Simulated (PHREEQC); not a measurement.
Make-up at 73 °C: 0.0044 mol H3AsO4, 0.0027 mol H3PO4 and 0.031 mol CaCl2 per kg of water. Closed to the air; pH follows from the charge balance.

Model: ion-association model, wateq4f.dat, run in PHREEQC.

Task: The ionic strength comes out as 0.0959 mol/kgw. What activity coefficients do Ca+2, H2AsO4-, H2PO4-, CaH2PO4+, Cl- get?

Result: Ca+2 0.36, H2AsO4- 0.76, H2PO4- 0.77, CaH2PO4+ 0.77, Cl- 0.75.

This is a speciation only: nothing precipitates in the calculation. H3PO4, which wateq4f.dat lacks, is added to it with the constant of phreeqc.dat. At this temperature some constants are extrapolated from 25 °C, and those without enthalpy data are left unchanged. The database has no arsenate complexes of Ca.
